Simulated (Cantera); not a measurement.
A perfectly stirred reactor is fed with H2 : O2 : N2 = 0.32 : 1 : 19 (molar parts), at 82.5 Torr; it is held at 1023 K, and followed from long to short residence time.

Cantera simulation using the H2/O2 subset of GRI-Mech 3.0, which has no nitrogen chemistry; the numbers are that mechanism's predictions, not measurements. Radical loss at walls, strong at low pressure, is not modelled.

Q: What does this change do: N2 19 to 6.6 parts?

A: 
```tsv
quantity	before	after
x(H2) at τ = 28.0 s	2.09e-5	3.16e-5
x(O2) at τ = 28.0 s	0.0417	0.108
x(HO2) at τ = 28.0 s	4.12e-7	7.44e-7
x(H) at τ = 28.0 s	7.15e-7	5.81e-7
x(H2O) at τ = 28.0 s	0.0158	0.0412
x(H2) at τ = 0.240 s	0.000369	0.000598
x(O2) at τ = 0.240 s	0.0418	0.108
x(HO2) at τ = 0.240 s	1.97e-6	4.90e-6
x(H) at τ = 0.240 s	7.98e-5	6.67e-5
x(H2O) at τ = 0.240 s	0.0154	0.0405
```
The temperature is held fixed by assumption; the heat of reaction is taken as removed at once.

Q: What does this change do: H2 0.32 to 0.12 parts?

A: 
```json
[
 {"quantity": "x(H2) at τ = 28.0 s", "before": "2.09e-5", "after": "1.31e-5"},
 {"quantity": "x(O2) at τ = 28.0 s", "before": "0.0417", "after": "0.0469"},
 {"quantity": "x(HO2) at τ = 28.0 s", "before": "4.12e-7", "after": "2.61e-7"},
 {"quantity": "x(H) at τ = 28.0 s", "before": "7.15e-7", "after": "2.65e-7"},
 {"quantity": "x(H2O) at τ = 28.0 s", "before": "0.0158", "after": "0.00596"},
 {"quantity": "x(H2) at τ = 0.240 s", "before": "0.000369", "after": "0.000207"},
 {"quantity": "x(O2) at τ = 0.240 s", "before": "0.0418", "after": "0.0469"},
 {"quantity": "x(HO2) at τ = 0.240 s", "before": "1.97e-6", "after": "1.51e-6"},
 {"quantity": "x(H) at τ = 0.240 s", "before": "7.98e-5", "after": "2.90e-5"},
 {"quantity": "x(H2O) at τ = 0.240 s", "before": "0.0154", "after": "0.00573"}
]
```

Q: What does this change do: 1.8 parts H2O added?

A: 
```csv
quantity,before,after
x(H2) at τ = 28.0 s,2.09e-5,1.78e-5
x(O2) at τ = 28.0 s,0.0417,0.0383
x(HO2) at τ = 28.0 s,4.12e-7,3.91e-7
x(H) at τ = 28.0 s,7.15e-7,3.99e-7
x(H2O) at τ = 28.0 s,0.0158,0.0965
x(H2) at τ = 0.240 s,0.000369,0.000405
x(O2) at τ = 0.240 s,0.0418,0.0384
x(HO2) at τ = 0.240 s,1.97e-6,2.97e-6
x(H) at τ = 0.240 s,7.98e-5,4.51e-5
x(H2O) at τ = 0.240 s,0.0154,0.0960
```
